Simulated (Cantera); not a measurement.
Input (Python, Cantera) and output of one run.

```python
import numpy as np
import cantera as ct

gas_names = """
    N N2 V VN
""".split()
cond_names = """
    V(cr) V(L) VN(s)
""".split()


# ... load() reads the species with a 1 bar reference pressure and builds the phases ...
atoms = {
    'V': {'V': 1},
    'N2': {'N': 2},
}
top_T = {'VN(s)': 2300}  # K; cautious upper limits of use, not melting points


# ... equilibrate(T, P, feed) seeds the gas with the atoms and calls Mixture.equilibrate('TP', solver="vcs", rtol=1e-11, max_steps=5000) ...
results = []
feed = {'V': 1, 'N2': 25}  # mol
T = 1373.15  # K
P = 10000  # Pa
mix = equilibrate(T, P, feed)
results.append((T, P, feed, dict(zip(mix.species_names, mix.species_moles))))
print(gas.report(threshold=0.001))
for i in range(1, mix.n_phases):
    print(f"{mix.phase(i).name:16s} {mix.phase_moles(i):12.5e} mol")
```

It prints:

```
       temperature   1373.2 K
          pressure   10000 Pa
           density   0.024537 kg/m^3
  mean mol. weight   28.014 kg/kmol
   phase of matter   gas

                          1 kg             1 kmol
                     ---------------   ---------------
          enthalpy        1.2132e+06        3.3986e+07  J
   internal energy        8.0562e+05        2.2569e+07  J
           entropy            9207.8        2.5795e+05  J/K
    Gibbs function       -1.1431e+07       -3.2021e+08  J
 heat capacity c_p            1225.5             34330  J/K
 heat capacity c_v            928.67             26016  J/K

                      mass frac. Y      mole frac. X     chem. pot. / RT
                     ---------------   ---------------   ---------------
                N2                 1                 1           -28.047
     [   +3 minor]        1.9443e-14        1.4722e-14

V(cr)             0.00000e+00 mol
VN(s)             1.00000e+00 mol
```

Cantera equilibrium calculation (NASA polynomials, part measured and part estimated; ideal gas, pure solids and liquids). VN: taken at fixed stoichiometry. Condensed phases not in the tables: V2N.
